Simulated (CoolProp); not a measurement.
Vapour-liquid equilibrium of toluene (1) + n-dodecane (2) at 474.5 K; x and y are mole fractions of (1).

Model: multi-fluid Helmholtz-energy mixture model, Lemmon 2006 and Lemmon 2004; pair parameters Bell 2016, in CoolProp.

| x | bubble pressure, mixture model (MPa) | bubble pressure, Raoult's law (MPa) | y, mixture model | y, Raoult's law |
|---|---|---|---|---|
| 0.05 | [?] | 0.1049 | 0.276 | 0.366 |
| 0.125 | 0.1332 | 0.1573 | 0.522 | 0.610 |
| 0.2 | 0.1772 | 0.2097 | 0.666 | 0.733 |
| 0.275 | [?] | 0.2620 | 0.757 | 0.806 |
| 0.35 | 0.2747 | 0.3144 | 0.818 | 0.855 |
| 0.425 | 0.3267 | 0.3668 | 0.862 | 0.890 |
| 0.5 | 0.3800 | 0.4191 | 0.895 | 0.916 |
| 0.575 | [?] | 0.4715 | 0.920 | 0.937 |
| 0.65 | [?] | 0.5239 | [?] | 0.953 |
| 0.725 | 0.5472 | 0.5763 | 0.957 | 0.967 |
| 0.8 | 0.6055 | 0.6286 | 0.971 | 0.978 |
| 0.875 | [?] | 0.6810 | [?] | 0.987 |
| 0.95 | [?] | 0.7334 | 0.994 | 0.995 |

Complete the blanks.


- 0.05, bubble pressure, mixture model (MPa): 0.09352
- 0.275, bubble pressure, mixture model (MPa): 0.2247
- 0.575, bubble pressure, mixture model (MPa): 0.4346
- 0.65, bubble pressure, mixture model (MPa): 0.4903
- 0.65, y, mixture model: 0.940
- 0.875, bubble pressure, mixture model (MPa): 0.6653
- 0.875, y, mixture model: 0.983
- 0.95, bubble pressure, mixture model (MPa): 0.7267

The largest gap from Raoult's law is -15.5 % in bubble pressure, at x = 0.2. No azeotrope shows between x = 0.05 and 0.95.

Pair parameters are fitted to limited data, so mixtures are less certain than the pure fluids.
